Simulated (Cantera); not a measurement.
Premixed flame

A freely propagating, adiabatic, planar premixed flame of CH₄ : C₂H₆ : C₃H₈ : O₂ : N₂ = 1 : 0.1 : 0.16 : 4.26 : 19.6 (molar parts), equivalence ratio 0.74, unburnt at 650 K and 0.500 bar; mixture-averaged transport, grid criteria slope 0.08 and curve 0.16, no radiation.

Computed with Cantera and GRI-Mech 3.0 (53 species, 325 reactions). GRI-Mech 3.0 was tuned for natural gas; its chemistry of propane as a main component is partial and can be far from experiment. Burning velocities carry a grid error of a few per cent, more on coarse grids.

```json
[
 {"z (mm)": "-2.28", "T (K)": "650", "u (m/s)": "1.10", "x CH₄": "0.0398", "x C₂H₆": "0.00398", "x C₃H₈": "0.00637", "x CO₂": "2.85e-7", "x C₂H₄": "2.81e-7", "x CH₃": "2.44e-8"},
 {"z (mm)": "-1.52", "T (K)": "652", "u (m/s)": "1.10", "x CH₄": "0.0397", "x C₂H₆": "0.00397", "x C₃H₈": "0.00636", "x CO₂": "4.00e-6", "x C₂H₄": "3.77e-6", "x CH₃": "2.28e-7"},
 {"z (mm)": "-1.14", "T (K)": "657", "u (m/s)": "1.12", "x CH₄": "0.0394", "x C₂H₆": "0.00396", "x C₃H₈": "0.00635", "x CO₂": "2.15e-5", "x C₂H₄": "1.94e-5", "x CH₃": "9.75e-7"},
 {"z (mm)": "-0.761", "T (K)": "691", "u (m/s)": "1.18", "x CH₄": "0.0380", "x C₂H₆": "0.00390", "x C₃H₈": "0.00625", "x CO₂": "0.000201", "x C₂H₄": "0.000159", "x CH₃": "9.07e-6"},
 {"z (mm)": "-0.380", "T (K)": "921", "u (m/s)": "1.58", "x CH₄": "0.0296", "x C₂H₆": "0.00327", "x C₃H₈": "0.00463", "x CO₂": "0.00267", "x C₂H₄": "0.00140", "x CH₃": "0.000255"},
 {"z (mm)": "-0.190", "T (K)": "1211", "u (m/s)": "2.11", "x CH₄": "0.0184", "x C₂H₆": "0.00176", "x C₃H₈": "0.00171", "x CO₂": "0.00788", "x C₂H₄": "0.00225", "x CH₃": "0.00106"},
 {"z (mm)": "0", "T (K)": "1516", "u (m/s)": "2.66", "x CH₄": "0.00559", "x C₂H₆": "0.000155", "x C₃H₈": "6.74e-5", "x CO₂": "0.0176", "x C₂H₄": "0.000867", "x CH₃": "0.000894"},
 {"z (mm)": "0.190", "T (K)": "1649", "u (m/s)": "2.89", "x CH₄": "0.000591", "x C₂H₆": "8.35e-7", "x C₃H₈": "9.40e-8", "x CO₂": "0.0287", "x C₂H₄": "4.24e-5", "x CH₃": "0.000105"},
 {"z (mm)": "0.380", "T (K)": "1691", "u (m/s)": "2.96", "x CH₄": "3.35e-5", "x C₂H₆": "<1e-8", "x C₃H₈": "<1e-8", "x CO₂": "0.0376", "x C₂H₄": "7.19e-7", "x CH₃": "5.95e-6"},
 {"z (mm)": "0.761", "T (K)": "1740", "u (m/s)": "3.03", "x CH₄": "1.50e-7", "x C₂H₆": "<1e-8", "x C₃H₈": "<1e-8", "x CO₂": "0.0477", "x C₂H₄": "<1e-8", "x CH₃": "2.93e-8"},
 {"z (mm)": "1.52", "T (K)": "1803", "u (m/s)": "3.12", "x CH₄": "<1e-8", "x C₂H₆": "<1e-8", "x C₃H₈": "<1e-8", "x CO₂": "0.0544", "x C₂H₄": "<1e-8", "x CH₃": "<1e-8"},
 {"z (mm)": "3.04", "T (K)": "1871", "u (m/s)": "3.22", "x CH₄": "<1e-8", "x C₂H₆": "<1e-8", "x C₃H₈": "<1e-8", "x CO₂": "0.0579", "x C₂H₄": "<1e-8", "x CH₃": "<1e-8"},
 {"z (mm)": "6.09", "T (K)": "1930", "u (m/s)": "3.31", "x CH₄": "<1e-8", "x C₂H₆": "<1e-8", "x C₃H₈": "<1e-8", "x CO₂": "0.0608", "x C₂H₄": "<1e-8", "x CH₃": "<1e-8"}
]
```
x: mole fraction of selected species; z is measured from the peak of heat release.

```
Property                     Value
------------------------  --------
laminar burning velocity  110 cm/s
thermal thickness         0.761 mm
peak x(C₂H₄)               0.00225
peak x(CH₃)                0.00130
grid points                    130
```
